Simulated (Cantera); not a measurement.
# Adiabatic ignition

An adiabatic, constant-pressure homogeneous reactor starts with 17.2 % CO, 2.24 % H2, 15.0 % O2, 56.4 % N2, 9.14 % H2O, at 1025 K and 1.01 bar.

Cantera simulation using GRI-Mech 3.0 (53 species, 325 reactions); the numbers are that mechanism's predictions, not measurements.

```json
[
 {"t (s)": "2.00e-6", "T (K)": "1025", "x CO": "0.172", "x H2": "0.0224", "x O2": "0.150", "x HO2": "1.24e-11", "x NO": "<1e-12"},
 {"t (s)": "7.29e-6", "T (K)": "1025", "x CO": "0.172", "x H2": "0.0224", "x O2": "0.150", "x HO2": "9.67e-11", "x NO": "<1e-12"},
 {"t (s)": "2.65e-5", "T (K)": "1025", "x CO": "0.172", "x H2": "0.0224", "x O2": "0.150", "x HO2": "1.43e-9", "x NO": "<1e-12"},
 {"t (s)": "9.67e-5", "T (K)": "1025", "x CO": "0.172", "x H2": "0.0224", "x O2": "0.150", "x HO2": "2.13e-8", "x NO": "<1e-12"},
 {"t (s)": "0.000352", "T (K)": "1025", "x CO": "0.172", "x H2": "0.0224", "x O2": "0.150", "x HO2": "6.05e-7", "x NO": "<1e-12"},
 {"t (s)": "0.00128", "T (K)": "1160", "x CO": "0.162", "x H2": "0.0134", "x O2": "0.140", "x HO2": "0.000108", "x NO": "1.58e-8"},
 {"t (s)": "0.00468", "T (K)": "2349", "x CO": "0.0113", "x H2": "0.00132", "x O2": "0.0612", "x HO2": "4.10e-6", "x NO": "0.000415"},
 {"t (s)": "0.0170", "T (K)": "2347", "x CO": "0.0112", "x H2": "0.00132", "x O2": "0.0605", "x HO2": "4.04e-6", "x NO": "0.00177"},
 {"t (s)": "0.0620", "T (K)": "2342", "x CO": "0.0111", "x H2": "0.00130", "x O2": "0.0588", "x HO2": "3.90e-6", "x NO": "0.00516"},
 {"t (s)": "0.226", "T (K)": "2338", "x CO": "0.0109", "x H2": "0.00129", "x O2": "0.0575", "x HO2": "3.79e-6", "x NO": "0.00776"},
 {"t (s)": "0.823", "T (K)": "2338", "x CO": "0.0109", "x H2": "0.00129", "x O2": "0.0574", "x HO2": "3.79e-6", "x NO": "0.00786"},
 {"t (s)": "3.00", "T (K)": "2338", "x CO": "0.0109", "x H2": "0.00129", "x O2": "0.0574", "x HO2": "3.79e-6", "x NO": "0.00786"}
]
```
x: mole fraction; the columns are a selection and need not sum to one.

```
Item                                                                Result
---------------------------------  ---------------------------------------
time of steepest temperature rise                                  1.36 ms
temperature at 3.00 s                                               2338 K
equilibrium temperature                                             2338 K
x(CO) at 3.00 s                      0.0109 (gas-phase equilibrium 0.0109)
x(H2) at 3.00 s                    0.00129 (gas-phase equilibrium 0.00129)
x(O2) at 3.00 s                      0.0574 (gas-phase equilibrium 0.0574)
```
